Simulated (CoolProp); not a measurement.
A closed Brayton cycle with carbon dioxide: compressor inlet 317.15 K and 8.8 MPa, high pressure 20.1 MPa, turbine inlet 915 K, compressor efficiency 0.85, turbine efficiency 0.9, recuperator effectiveness 0 (on enthalpy, no pinch check). Each further row changes one setting.

Model: reference Helmholtz-energy equation of state, Span 1996, in CoolProp.

```tsv
case	thermal efficiency (%)	net work (kJ/kg)	compressor to turbine work	compressor exit (K)	turbine exit (K)
as stated	12.6	91.1	0.26	372.7	808.9
turbine inlet 865 K	12.6	83.8	0.28	372.7	762.7
compressor inlet 327.15 K	12.2	82.8	0.33	394.4	808.9
high pressure 17.1 MPa	10.3	75.5	0.25	361.7	829.2
recuperator effectiveness 0.5	19.4	91.1	0.26	372.7	808.9
```
